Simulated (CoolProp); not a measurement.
Vapour-liquid equilibrium of methanol (1) + ethylbenzene (2) at 596 kPa; x and y are mole fractions of (1).

Computed with CoolProp (multi-fluid Helmholtz-energy mixture model, de Reuck 1993 and Zhou 2012; pair parameters Bell 2016).

```
x      bubble temperature, mixture model (K)  bubble temperature, Raoult's law (K)  y, mixture model  y, Raoult's law
-----  -------------------------------------  ------------------------------------  ----------------  ---------------
0.05                                   455.8                                 471.8             0.470            0.329
0.125                                  428.9                                 453.5             0.715            0.574
0.2                                    416.1                                 441.0             0.797            0.703
0.275                                  409.4                                 431.6             0.835            0.784
0.35                                   405.3                                 424.2             0.856            0.838
0.425                                  402.7                                 418.0             0.870            0.877
0.5                                    400.8                                 412.8             0.881            0.907
0.575                                  399.2                                 408.3             0.891            0.930
0.65                                   397.7                                 404.4             0.902            0.948
0.725                                  396.2                                 400.8             0.914            0.963
0.8                                    394.7                                 397.7             0.930            0.975
0.875                                  393.2                                 394.8             0.950            0.986
0.95                                   391.6                                 392.2             0.977            0.995
```

The largest gap from Raoult's law is -24.9 K in bubble temperature, at x = 0.2. No azeotrope shows between x = 0.05 and 0.95.

The pair parameters rest on a limited set of measurements; away from them the model extrapolates. With so large a gap from Raoult's law the liquid may split in two, which this calculation doesn't test in full.
